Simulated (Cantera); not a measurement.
Premixed flame

A freely propagating, adiabatic, planar premixed flame of 39.8 % H2, 11.7 % O2, 42.2 % N2, 6.36 % H2O, equivalence ratio 1.7, unburnt at 500 K and 5.00 bar; mixture-averaged transport, grid criteria slope 0.08 and curve 0.16, no radiation.

Model: the H2/O2 subset of GRI-Mech 3.0, which has no nitrogen chemistry, integrated in Cantera. The hydrogen kinetics of GRI-Mech 3.0 are dated; newer H2 mechanisms differ, most at raised pressure. Burning velocities carry a grid error of a few per cent, more on coarse grids.

```json
[
 {"z (mm)": "-0.146", "T (K)": "500", "u (m/s)": "5.75", "x H2": "0.398", "x O2": "0.117", "x H2O": "0.0636", "x H": "<1e-8", "x H2O2": "<1e-8", "x HO2": "<1e-8"},
 {"z (mm)": "-0.0974", "T (K)": "500", "u (m/s)": "5.75", "x H2": "0.398", "x O2": "0.117", "x H2O": "0.0637", "x H": "<1e-8", "x H2O2": "<1e-8", "x HO2": "<1e-8"},
 {"z (mm)": "-0.0730", "T (K)": "500", "u (m/s)": "5.75", "x H2": "0.398", "x O2": "0.117", "x H2O": "0.0637", "x H": "<1e-8", "x H2O2": "<1e-8", "x HO2": "7.05e-8"},
 {"z (mm)": "-0.0487", "T (K)": "502", "u (m/s)": "5.76", "x H2": "0.396", "x O2": "0.117", "x H2O": "0.0638", "x H": "<1e-8", "x H2O2": "1.10e-7", "x HO2": "2.40e-6"},
 {"z (mm)": "-0.0243", "T (K)": "564", "u (m/s)": "6.34", "x H2": "0.381", "x O2": "0.119", "x H2O": "0.0681", "x H": "2.65e-5", "x H2O2": "2.54e-5", "x HO2": "0.000517"},
 {"z (mm)": "-0.0122", "T (K)": "860", "u (m/s)": "9.35", "x H2": "0.342", "x O2": "0.111", "x H2O": "0.0975", "x H": "0.00230", "x H2O2": "9.97e-5", "x HO2": "0.00105"},
 {"z (mm)": "0", "T (K)": "1276", "u (m/s)": "13.5", "x H2": "0.280", "x O2": "0.0828", "x H2O": "0.163", "x H": "0.0143", "x H2O2": "4.11e-5", "x HO2": "0.000454"},
 {"z (mm)": "0.0122", "T (K)": "1575", "u (m/s)": "16.5", "x H2": "0.220", "x O2": "0.0451", "x H2O": "0.237", "x H": "0.0304", "x H2O2": "5.62e-6", "x HO2": "0.000201"},
 {"z (mm)": "0.0243", "T (K)": "1742", "u (m/s)": "18.2", "x H2": "0.185", "x O2": "0.0198", "x H2O": "0.284", "x H": "0.0391", "x H2O2": "2.73e-6", "x HO2": "8.16e-5"},
 {"z (mm)": "0.0487", "T (K)": "1890", "u (m/s)": "19.6", "x H2": "0.167", "x O2": "0.00397", "x H2O": "0.316", "x H": "0.0387", "x H2O2": "1.36e-6", "x HO2": "1.54e-5"},
 {"z (mm)": "0.0974", "T (K)": "2004", "u (m/s)": "20.7", "x H2": "0.168", "x O2": "0.000766", "x H2O": "0.325", "x H": "0.0290", "x H2O2": "6.64e-7", "x HO2": "3.31e-6"},
 {"z (mm)": "0.195", "T (K)": "2093", "u (m/s)": "21.4", "x H2": "0.173", "x O2": "0.000297", "x H2O": "0.330", "x H": "0.0189", "x H2O2": "3.36e-7", "x HO2": "1.39e-6"},
 {"z (mm)": "0.390", "T (K)": "2156", "u (m/s)": "22.0", "x H2": "0.177", "x O2": "0.000113", "x H2O": "0.333", "x H": "0.0113", "x H2O2": "1.60e-7", "x HO2": "5.35e-7"}
]
```
x: mole fraction of selected species; z is measured from the peak of heat release.

```json
{
  "laminar_burning_velocity": "575 cm/s",
  "thermal_thickness": "0.0487 mm",
  "peak x(H)": "0.0406",
  "peak x(H2O2)": "0.000100",
  "peak x(HO2)": "0.00122",
  "grid_points": "110"
}
```
